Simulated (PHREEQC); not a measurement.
A solution holds 0.06 mol HF, 0.017 mol NH4F and 0.00028 mol (NH4)2SiF6 per kg of water, at 10 °C. Closed to the air; pH follows from the charge balance.

Equilibrium calculation in PHREEQC: ion-association model, wateq4f.dat.

This is a speciation only: nothing precipitates in the calculation.

Question: Order these F species by the share of F that they hold, largest first: F-, SiF6-2, H2F2, HF, HF2-.

Answer: HF (52 %), F- (22 %), H2F2 (18 %), HF2- (5.9 %), SiF6-2 (2.1 %)

The pH is 2.63 and the ionic strength 0.0205 mol/kgw. wateq4f.dat counts part of the HF as a dimer, H2F2, which phreeqc.dat doesn't know; its constant is uncertain. Away from 25 °C the constants follow the database's enthalpies or fits; those with neither stay at their 25 °C values. SiF6-2 is the database's only silicon fluoride.
